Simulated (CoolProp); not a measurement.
Vapour-liquid equilibrium of R142b (1) + R113 (2) at 0.924 MPa; x and y are mole fractions of (1).

Computed with CoolProp (multi-fluid Helmholtz-energy mixture model, Lemmon 2006 and Marx 1992; pair parameters Bell 2016).

| x | bubble temperature, mixture model (K) | bubble temperature, Raoult's law (K) | y, mixture model | y, Raoult's law |
|---|---|---|---|---|
| 0.05 | 400.8 | 400.5 | … | 0.185 |
| 0.2 | … | 382.3 | 0.478 | 0.534 |
| 0.35 | 368.2 | 368.9 | 0.670 | 0.723 |
| 0.5 | … | 358.4 | 0.789 | 0.835 |
| 0.65 | 349.8 | 350.0 | … | 0.908 |
| 0.8 | 343.1 | 343.1 | 0.932 | 0.957 |
| 0.95 | 337.2 | 337.2 | 0.984 | 0.991 |

Problem. Fill in the missing entries.

Solution. 
- 0.05, y, mixture model: 0.152
- 0.2, bubble temperature, mixture model (K): 382.1
- 0.5, bubble temperature, mixture model (K): 357.9
- 0.65, y, mixture model: 0.870

The largest gap from Raoult's law is -0.7 K in bubble temperature, at x = 0.35. No azeotrope shows between x = 0.05 and 0.95.

The pair parameters rest on a limited set of measurements; away from them the model extrapolates. The gap from Raoult's law changes sign with composition, which may be real or a fault of the pair parameters; it wasn't checked against measurements.
